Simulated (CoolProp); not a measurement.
Aqueous propylene glycol as a coolant, 22 % by mass, freezing at -8.2 °C, 1 atm.

Values from CoolProp's Melinder's fits for secondary coolants.

```
T (°C)  viscosity (mPa s)  cp (kJ/(kg K))  Prandtl number  conductivity (W/(m K))
------  -----------------  --------------  --------------  ----------------------
-1.8                 5.16           3.907            43.8                   0.461
4                    3.99           3.920            33.5                   0.466
9.8                  3.15           3.932            26.2                   0.472
15.6                 2.54           3.945            21.0                   0.478
21.4                 2.09           3.958            17.1                   0.484
27.2                 1.74           3.971            14.2                   0.489
33                   1.48           3.984            11.9                   0.495
38.8                 1.28           3.997            10.2                   0.500
```
